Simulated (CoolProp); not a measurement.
n-perfluorobutane along the isotherm 176.85 °C: fugacity coefficient from the reference equation and from simpler models built on Tc = 113.2 °C, pc = 2.322 MPa, ω = 0.372; each cubic takes its own stable root.

Model: reference Helmholtz-energy equation of state, Gao 2022, in CoolProp.

```tsv
p (MPa)	phase	reference	van der Waals	Soave-Redlich-Kwong	Peng-Robinson
0.0316	gas	0.9975	0.9972	0.9974	0.9970
0.0562	gas	0.9956	0.9951	0.9954	0.9946
0.1	gas	0.9921	0.9912	0.9918	0.9904
0.178	gas	0.9860	0.9844	0.9854	0.9830
0.316	gas	0.9751	0.9724	0.9743	0.9700
0.562	gas	0.9559	0.9510	0.9546	0.9472
1	gas	0.9219	0.9133	0.9202	0.9078
1.78	gas	0.8625	0.8466	0.8611	0.8412
3.16	supercritical	0.7619	0.7292	0.7642	0.7350
5.62	supercritical	0.6121	0.5590	0.6263	0.5903
10	supercritical	0.4803	0.4535	0.5091	0.4669
```
